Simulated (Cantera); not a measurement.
Input: 1 mol AlN, 0.79 mol H₂O, 1.9 mol H₂, at 3.30 Pa.

Method: chemical equilibrium by Gibbs-energy minimisation in Cantera with the NASA 1993 tables (ideal gas, pure condensed phases). Candidate condensed phases: Al, AlN, Al₂O₃, H₂O; 35 gas species. The tables' values for AlOH are old estimates; treat these amounts as uncertain. The numbers say what is thermodynamically allowed, not how fast it happens.

Problem. At 1825 °C, list the 7 most abundant gas species with their mole fractions, and the condensed phases.

Solution. H₂ 0.431, H 0.352, N₂ 0.113, Al 0.0869, Al₂O 0.0152, H₂O 0.00103, AlO 0.000914. Condensed: Al₂O₃(s).
